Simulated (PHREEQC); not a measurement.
Dissolve 0.073 mol Cu(NO3)2 and 0.23 mol NaCl per kg of water at 25 °C. Closed to the air; pH follows from the charge balance.

Computed with PHREEQC (ion-association model, wateq4f.dat).

No solid was allowed to form.

Question: Order these Cu species by the share of Cu that they hold, largest first: CuCl+, CuCl2, Cu+2.

Answer: Cu+2 (86 %), CuCl+ (13 %), CuCl2 (0.61 %)

The pH is 4.38 and the ionic strength 0.428 mol/kgw. The solution is supersaturated, for example in Atacamite, so a real one may precipitate; this is no full list.
